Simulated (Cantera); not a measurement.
**Thermodynamics of tantalum, niobium, vanadium and zirconium in process gases, feed Ta + CH₄**

Input: 1 mol Ta, 2.7 mol CH₄, held at 1373.15 K.

Method: chemical equilibrium by Gibbs-energy minimisation in Cantera with the NASA 1993 tables (ideal gas, pure condensed phases). Candidate condensed phases: C, C₆H₆, C₇H₈, C₈H₁₈, Ta, TaC; 77 gas species. TaC: taken at fixed stoichiometry. Condensed phases not in the tables: Ta₂C. The numbers say what is thermodynamically allowed, not how fast it happens.

```csv
P (Pa),x H₂,x CH₄,x H,x C₂H₄,n C(graphite),n TaC(s)
0.100,0.997,5.00e-9,0.00333,1.96e-12,1.70,1.00
0.600,0.999,3.01e-8,0.00136,1.18e-11,1.70,1.00
3.60,0.999,1.81e-7,0.000556,7.11e-11,1.70,1.00
22,1.000,1.11e-6,0.000225,4.35e-10,1.70,1.00
130,1.000,6.54e-6,9.26e-5,2.57e-9,1.70,1.00
770,1.000,3.87e-5,3.80e-5,1.52e-8,1.70,1.00
4600,1.000,0.000231,1.56e-5,9.09e-8,1.70,1.00
28000,0.999,0.00140,6.30e-6,5.52e-7,1.69,1.00
170000,0.992,0.00841,2.55e-6,3.30e-6,1.65,1.00
1000000,0.954,0.0458,1.03e-6,1.80e-5,1.46,1.00
```
x: gas mole fraction; n: condensed amount in mol.

From 0.000750 Torr to 7500 Torr the condensed part is C(graphite) + TaC(s).
